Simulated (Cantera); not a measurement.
Input: 1 mol Si, 3.6 mol HCl, 9.2 mol H2, at 1302 °C and 3.90 bar.

These are equilibrium values from Cantera (NASA tables, ideal gas, pure condensed phases), not measurements of a reactor. Candidate condensed phases: Si; 19 gas species. The tables' values for SiCl3 are old estimates; treat these amounts as uncertain. Equilibrium is a limit: real reactors are often held back by kinetics, nucleation or transport.

Base state: H2 0.830, HCl 0.0957, SiCl2 0.0374, SiCl3 0.0122, SiHCl3 0.0121, SiCl4 0.0104, SiH2Cl2 0.00231, SiH3Cl 0.000131 (mole fractions); condensed: Si(s).

**Question.** What changes in the equilibrium state with this change: pressure from 3.90 bar to 1 atm?

**Answer.** 
```
species       before     after
----------  --------  --------
H2             0.830     0.814
HCl           0.0957     0.112
SiCl2         0.0374    0.0523
SiHCl3        0.0121   0.00514
SiCl4         0.0104   0.00530
SiCl3         0.0122    0.0103
SiH3Cl      0.000131   3.91e-5
SiH2Cl2      0.00231  0.000822
H            1.92e-5   3.72e-5
Si(s), mol    0.0736    0.0693
```
